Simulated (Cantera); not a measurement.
An isothermal, constant-pressure homogeneous reactor starts with CH4 : N2 = 1 : 29 (molar parts), at 1475 K and 1.01 bar. Integrator tolerance rtol = 1e-08.

Cantera simulation using GRI-Mech 3.0 (53 species, 325 reactions); the numbers are that mechanism's predictions, not measurements. GRI-Mech 3.0 stops at C3 and has no aromatics, soot or wall deposition, so with more carbon than oxygen in the feed, carbon stays in small species such as C2H2 where larger ones or solid carbon would form.

Task: What does this change do: temperature 1475 to 1000 K?

Result: 
```json
[
 {"quantity": "x(CH4) at 3.00 s", "before": "0.0111 (gas-phase equilibrium 0.000639)", "after": "0.0333 (gas-phase equilibrium 0.0275)"},
 {"quantity": "x(HCN) at 3.00 s", "before": "8.82e-9 (gas-phase equilibrium 0.0255)", "after": "<1e-12 (gas-phase equilibrium 0.00360)"},
 {"quantity": "x(H) at 3.00 s", "before": "1.81e-6 (gas-phase equilibrium 2.82e-6)", "after": "<1e-12 (gas-phase equilibrium 1.99e-10)"},
 {"quantity": "x(CH3) at 3.00 s", "before": "1.25e-5 (gas-phase equilibrium 7.69e-7)", "after": "3.07e-9 (gas-phase equilibrium 1.23e-8)"},
 {"quantity": "x(C2H) at 3.00 s", "before": "9.62e-10 (gas-phase equilibrium 2.89e-10)", "after": "<1e-12 (gas-phase equilibrium <1e-12)"},
 {"quantity": "x(CH2) at 3.00 s", "before": "5.59e-10 (gas-phase equilibrium 3.67e-11)", "after": "<1e-12 (gas-phase equilibrium <1e-12)"}
]
```
